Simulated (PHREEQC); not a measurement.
Solution (20 °C): 0.013 mol HF, 0.00023 mol KF, 1.7e-05 mol H4SiO4, 7.4e-05 mol H3PO4 and 0.006 mol NH3 per kg of water. Closed to the air; pH follows from the charge balance.

Equilibrium calculation in PHREEQC: ion-association model, wateq4f.dat.

Precipitation was switched off in this run.

**Question.** Predict the pH.

**Answer.** pH 3.16.

**Question.** In which forms is F present?

**Answer.** F- 51 %, HF 44 %, HF2- 2.2 %, H2F2 1.6 %, SiF6-2 0.8 % of the F.

Complexes and solids missing from the database can't appear. H3PO4, which wateq4f.dat lacks, is added to it with the constant of phreeqc.dat. SiF6-2 is the database's only silicon fluoride.
